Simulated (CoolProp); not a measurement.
Vapour-liquid equilibrium of R114 (1) + n-hexane (2) at 136 kPa; x and y are mole fractions of (1).

Computed with CoolProp (multi-fluid Helmholtz-energy mixture model, Platzer 1990 and Thol 2019; pair parameters Bell 2016). This equation is an older, rougher fit; its heat capacities, sound speeds and derivatives of the liquid may be far off and weren't checked against measurements.

Question: Give the bubble temperature and the first vapour's composition at x = 0.65, 0.875, 0.95. Is there an azeotrope?

Answer: x = 0.65: 20.2 °C, y = 0.940; x = 0.875: 14.6 °C, y = 0.979; x = 0.95: 12.8 °C, y = 0.991. No azeotrope shows between x = 0.05 and 0.95.

Pair parameters are fitted to limited data, so mixtures are less certain than the pure fluids.
